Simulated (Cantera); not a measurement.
## Thermodynamics of abatement and gas-phase synthesis, feed SO₂ + O₂

A closed system holds: 1 mol SO₂, 0.83 mol O₂, held at 0.510 bar.

These are equilibrium values from Cantera (NASA tables, ideal gas, pure condensed phases), not measurements of a reactor. Candidate condensed phases: S; 10 gas species. Equilibrium is a limit: real reactors are often held back by kinetics, nucleation or transport.

| T (K) | x SO₂ | x O₂ | x O | x SO | x S |
|---|---|---|---|---|---|
| 2475 | 0.536 | 0.446 | 0.0120 | 0.00540 | 1.39e-5 |
| 2525 | 0.533 | 0.444 | 0.0153 | 0.00719 | 2.42e-5 |
| 2575 | 0.529 | 0.442 | 0.0193 | 0.00946 | 4.13e-5 |
| 2625 | 0.524 | 0.439 | 0.0242 | 0.0123 | 6.89e-5 |
| 2675 | 0.518 | 0.436 | 0.0300 | 0.0158 | 0.000113 |
| 2725 | 0.510 | 0.432 | 0.0369 | 0.0200 | 0.000181 |
| 2775 | 0.501 | 0.428 | 0.0450 | 0.0252 | 0.000284 |
| 2825 | 0.491 | 0.423 | 0.0545 | 0.0312 | 0.000440 |
| 2875 | 0.479 | 0.417 | 0.0654 | 0.0383 | 0.000668 |
| 2925 | 0.464 | 0.410 | 0.0780 | 0.0465 | 0.000997 |
| 2975 | 0.448 | 0.403 | 0.0923 | 0.0558 | 0.00146 |
| 3025 | 0.429 | 0.394 | 0.108 | 0.0661 | 0.00211 |
| 3075 | 0.409 | 0.385 | 0.126 | 0.0774 | 0.00300 |
x: gas mole fraction; nothing condenses.

From 2475 K to 3075 K nothing is condensed.
